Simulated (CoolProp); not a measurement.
R22 along the isobar 0.101 MPa: Z from the reference equation and from simpler models built on Tc = 369.3 K, pc = 4.990 MPa, ω = 0.221; each cubic takes its own stable root.

Computed with CoolProp (reference Helmholtz-energy equation of state, Kamei 1995).

| T (K) | phase | reference |
|---|---|---|
| 151.3 | liquid | 0.004263 |
| 178.8 | liquid | 0.003774 |
| 206.3 | liquid | 0.003434 |
| 233.8 | gas | 0.9651 |
| 261.3 | gas | 0.9768 |
| 288.8 | gas | 0.9837 |
| 316.2 | gas | 0.9881 |
| 343.7 | gas | 0.9911 |
| 371.2 | gas | 0.9931 |
| 398.7 | gas | 0.9946 |

**Question.** How far does each simpler model (van der Waals, Soave-Redlich-Kwong, Peng-Robinson) lie from the reference over these 10 states: mean and median of the absolute difference, and the worst?

**Answer.** 
- van der Waals: mean 5395.6 %, median 0.8 %, worst +28339.1 % at 206.3 K and 0.101 MPa
- Soave-Redlich-Kwong: mean 3.5 %, median 0.2 %, worst +12.2 % at 151.3 K and 0.101 MPa
- Peng-Robinson: mean 0.5 %, median 0.1 %, worst -2.1 % at 206.3 K and 0.101 MPa

At some of these states van der Waals gives the other phase, because its saturation line lies elsewhere.
